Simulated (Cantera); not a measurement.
An adiabatic, constant-volume homogeneous reactor starts with 4.87 % CH₄, 2.68 % H₂, 19.4 % O₂, 73.0 % N₂, at 1448 K and 4.05 atm.

Detailed kinetics in Cantera: GRI-Mech 3.0 (53 species, 325 reactions).

**Question.** Predict: time of steepest temperature rise; temperature at 0.800 s; equilibrium temperature; x(H₂) at 0.800 s; x(O₂) at 0.800 s; x(HO₂) at 0.800 s; x(NO) at 0.800 s.

**Answer.** 
```json
{
  "time_of_steepest_temperature_rise": "78.6 µs",
  "temperature at 0.800 s": "2709 K",
  "equilibrium_temperature": "2709 K",
  "x(H₂) at 0.800 s": "0.00234 (gas-phase equilibrium 0.00234)",
  "x(O₂) at 0.800 s": "0.0738 (gas-phase equilibrium 0.0738)",
  "x(HO₂) at 0.800 s": "1.92e-5 (gas-phase equilibrium 1.92e-5)",
  "x(NO) at 0.800 s": "0.0184 (gas-phase equilibrium 0.0184)"
}
```
